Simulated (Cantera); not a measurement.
A Cantera script and its output.

```python
import numpy as np
import cantera as ct

surf = ct.Interface("ptcombust.yaml", "Pt_surf")
gas = surf.adjacent["gas"]
gas.TPX = 300, 20000, {'CH4': 0.013, 'O2': 0.14, 'N2': 0.79}
jet = ct.ImpingingJet(gas=gas, width=0.056, surface=surf)
jet.inlet.mdot, jet.inlet.T, jet.inlet.X = 0.053, 300, {'CH4': 0.013, 'O2': 0.14, 'N2': 0.79}
jet.set_refine_criteria(ratio=10, slope=0.2, curve=0.3)
show, cover = ['CH4', 'O2', 'H2O', 'OH', 'CO', 'CO2'], ["PT(S)", "H(S)", "O(S)", "OH(S)", "CO(S)", "C(S)"]

rows = []
print(f"{'Ts/K':>7s}" + "".join(f"{s:>11s}" for s in show + cover) + "   (gas at the wall, coverages)")
for i, Ts in enumerate([900, 950, 1000, 1050, 1100, 1150, 1200]):
    jet.surface.T = Ts
    if i == 0:
        surf.TP = Ts, 20000
        surf.coverages = "PT(S):0.5, O(S):0.5"
        surf.advance_coverages(1.0)
        jet.set_initial_guess(products="inlet")
    jet.solve(loglevel=0, auto=(i == 0))
    rows.append([*(jet.X[gas.species_index(s), -1] for s in show), *surf[cover].coverages])
    print(f"{Ts:7g}" + "".join(f"{x:11.3e}" for x in rows[-1]))
```

Output:

```
   Ts/K        CH4         O2        H2O         OH         CO        CO2      PT(S)       H(S)       O(S)      OH(S)      CO(S)       C(S)   (gas at the wall, coverages)
    900  8.225e-03  1.366e-01  1.036e-02  1.708e-08  2.726e-06  6.801e-03  1.521e-01  4.765e-08  8.468e-01  1.086e-03  4.282e-06  1.523e-08
    950  5.800e-03  1.315e-01  1.483e-02  5.350e-08  2.634e-06  9.755e-03  2.102e-01  1.280e-07  7.886e-01  1.202e-03  3.171e-06  1.517e-08
   1000  4.034e-03  1.277e-01  1.806e-02  1.453e-07  2.449e-06  1.189e-02  2.720e-01  2.808e-07  7.268e-01  1.206e-03  2.172e-06  1.357e-08
   1050  2.871e-03  1.253e-01  2.015e-02  3.494e-07  2.290e-06  1.328e-02  3.353e-01  5.377e-07  6.636e-01  1.143e-03  1.465e-06  1.166e-08
   1100  2.117e-03  1.238e-01  2.147e-02  7.601e-07  2.194e-06  1.415e-02  3.983e-01  9.361e-07  6.006e-01  1.050e-03  1.004e-06  9.946e-09
   1150  1.463e-03  1.227e-01  2.245e-02  1.583e-06  3.075e-06  1.465e-02  4.600e-01  1.526e-06  5.390e-01  9.495e-04  7.059e-07  7.742e-09
   1200  1.037e-03  1.218e-01  2.324e-02  2.976e-06  3.774e-06  1.512e-02  5.195e-01  2.363e-06  4.796e-01  8.507e-04  5.186e-07  6.073e-09
```

Computed with Cantera and Deutschmann's 1995 Pt surface mechanism with GRI-Mech 3.0 gas chemistry. Catalytic surfaces can have several steady states; this one follows from the mechanism file's or the stated starting coverage.
